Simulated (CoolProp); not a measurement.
A single-stage vapour-compression cycle with the fluid: evaporating at 244.15 K (dew point), condensing at 301.15 K (bubble point), superheat 2 K, subcooling 2 K, compressor efficiency 0.9, no pressure losses. The same conditions are run with several fluids, on thermodynamics alone (safety and materials aside).

The numbers come from the reference Helmholtz-energy equation of state of each fluid (hydrogen chloride: Thol 2018; R124: de Vries 1995; carbonyl sulfide: Lemmon 2006; R407C: Lemmon 2003; propylene: Lemmon 2013; isobutene: Lemmon 2005) in CoolProp. Blends and air are pseudo-pure fits.

| fluid | cooling COP | pressure ratio | discharge temperature (K) | refrigerating effect (kJ/kg) | volumetric capacity (kJ/m³) |
|---|---|---|---|---|---|
| hydrogen chloride | 2.58 | 4.55 | 387.2 | 260 | 6000 |
| R124 | 3.01 | 8.97 | 309.2 | 115 | 369 |
| carbonyl sulfide | 3.07 | 5.61 | 363.5 | 225 | 1710 |
| R407C | 2.59 | 8.88 | 336.7 | 157 | 1010 |
| propylene | 2.97 | 5.65 | 325.3 | 285 | 1370 |
| isobutene | 3.12 | 8.52 | 314.2 | 290 | 319 |
